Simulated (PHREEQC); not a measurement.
Make-up at 20 °C: 0.03 mol/kgw HF, 5e-05 mol/kgw (CH3)4NF and 1.64e-06 mol/kgw H4SiO4. Closed to the air; pH follows from the charge balance.

All values are PHREEQC results (ion-association model, phreeqc.dat), not measurements.

Precipitation was switched off in this run.

Q: Order these F species by the share of F that they hold, largest first: F-, HF, HF2-.

A: HF (83 %), F- (15 %), HF2- (2.7 %)

The pH is 2.35 and the ionic strength 0.00480 mol/kgw. Species that the database lacks are ignored. (CH3)4N+ isn't in the database: it is added as a free cation with an ion size of 4 Å. SiF6-2 is the database's only silicon fluoride.
